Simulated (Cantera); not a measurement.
Feed: 1 mol SiC, 0.001 mol O2, 230 mol H2, equilibrated at 1298 K and 8.25 Torr.

These are equilibrium values from Cantera (NASA tables, ideal gas, pure condensed phases), not measurements of a reactor. Candidate condensed phases: C, C6H6, C7H8, C8H18, H2O, Si, SiC, SiO2; 123 gas species. Rates play no part.

Base state: H2 1.000, H 1.02e-5 (mole fractions); condensed: SiC(s).

Problem. What changes in the equilibrium state with this change: temperature from 1298 K to 925 K?

Solution. 
```
species               before     after
-------------------  -------  --------
H2                     1.000     1.000
H                    1.02e-5   2.48e-9
SiC(s), mol            0.999     0.999
SiO2(β-quartz), mol        0  0.001000
```
